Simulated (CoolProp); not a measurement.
Model: reference Helmholtz-energy equation of state, Thol 2019, in CoolProp.

Task: Give the vapour pressure (bar), enthalpy of vaporisation (kJ/kg), liquid cp (kJ/(kg K)) of saturated tetradecamethylhexasiloxane (MD4M) at 389.4 K.

Result: 
```json
[
 {"T (K)": "389.4", "p (bar)": "0.00760", "enthalpy of vaporisation (kJ/kg)": "144", "liquid cp (kJ/(kg K))": "1.92"}
]
```
